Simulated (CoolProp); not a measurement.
Vapour-liquid equilibrium of CH2F2 (R32) (1) + R134a (2) at 1.95 MPa; x and y are mole fractions of (1).

Computed with CoolProp (multi-fluid Helmholtz-energy mixture model, Tillner-Roth 1997 and Tillner-Roth 1994; pair parameters Lemmon 2004).

```json
[
 {"x": "0.05", "bubble temperature, mixture model (K)": "337.1", "bubble temperature, Raoult's law (K)": "336.7", "y, mixture model": "0.082", "y, Raoult's law": "0.109"},
 {"x": "0.125", "bubble temperature, mixture model (K)": "333.7", "bubble temperature, Raoult's law (K)": "332.9", "y, mixture model": "0.196", "y, Raoult's law": "0.251"},
 {"x": "0.2", "bubble temperature, mixture model (K)": "330.4", "bubble temperature, Raoult's law (K)": "329.3", "y, mixture model": "0.302", "y, Raoult's law": "0.371"},
 {"x": "0.275", "bubble temperature, mixture model (K)": "327.3", "bubble temperature, Raoult's law (K)": "326.0", "y, mixture model": "0.398", "y, Raoult's law": "0.473"},
 {"x": "0.35", "bubble temperature, mixture model (K)": "324.3", "bubble temperature, Raoult's law (K)": "323.0", "y, mixture model": "0.486", "y, Raoult's law": "0.562"},
 {"x": "0.425", "bubble temperature, mixture model (K)": "321.5", "bubble temperature, Raoult's law (K)": "320.2", "y, mixture model": "0.566", "y, Raoult's law": "0.639"},
 {"x": "0.5", "bubble temperature, mixture model (K)": "318.8", "bubble temperature, Raoult's law (K)": "317.6", "y, mixture model": "0.640", "y, Raoult's law": "0.707"},
 {"x": "0.575", "bubble temperature, mixture model (K)": "316.2", "bubble temperature, Raoult's law (K)": "315.1", "y, mixture model": "0.707", "y, Raoult's law": "0.767"},
 {"x": "0.65", "bubble temperature, mixture model (K)": "313.8", "bubble temperature, Raoult's law (K)": "312.8", "y, mixture model": "0.769", "y, Raoult's law": "0.819"},
 {"x": "0.725", "bubble temperature, mixture model (K)": "311.4", "bubble temperature, Raoult's law (K)": "310.6", "y, mixture model": "0.827", "y, Raoult's law": "0.866"},
 {"x": "0.8", "bubble temperature, mixture model (K)": "309.2", "bubble temperature, Raoult's law (K)": "308.6", "y, mixture model": "0.879", "y, Raoult's law": "0.908"},
 {"x": "0.875", "bubble temperature, mixture model (K)": "307.0", "bubble temperature, Raoult's law (K)": "306.6", "y, mixture model": "0.928", "y, Raoult's law": "0.946"},
 {"x": "0.95", "bubble temperature, mixture model (K)": "304.9", "bubble temperature, Raoult's law (K)": "304.8", "y, mixture model": "0.972", "y, Raoult's law": "0.979"}
]
```

The largest gap from Raoult's law is +1.3 K in bubble temperature, at x = 0.425. No azeotrope shows between x = 0.05 and 0.95.

The pair parameters rest on a limited set of measurements; away from them the model extrapolates.
